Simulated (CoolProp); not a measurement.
The fluid at 298.15 K and 0.315 MPa is throttled through a valve to 0.193 MPa with no heat exchange. The same conditions are run with several fluids, on thermodynamics alone (safety and materials aside).

The numbers come from the reference Helmholtz-energy equation of state of each fluid (chlorine: Thol 2021; dry air: Lemmon 2000; C2F6 (R116): Lemmon 2006; R134a: Tillner-Roth 1994; carbonyl sulfide: Lemmon 2006) in CoolProp. Blends and air are pseudo-pure fits.

Problem. Rank chlorine, dry air, C2F6 (R116), R134a, carbonyl sulfide by temperature change (K), highest first.

Solution. dry air (-0.3), C2F6 (R116) (-1.0), carbonyl sulfide (-2.5), R134a (-2.8), chlorine (-3.7)

```csv
fluid,final density (kg/m³)
chlorine,5.74
dry air,2.26
C2F6 (R116),11.0
R134a,8.36
carbonyl sulfide,4.82
```
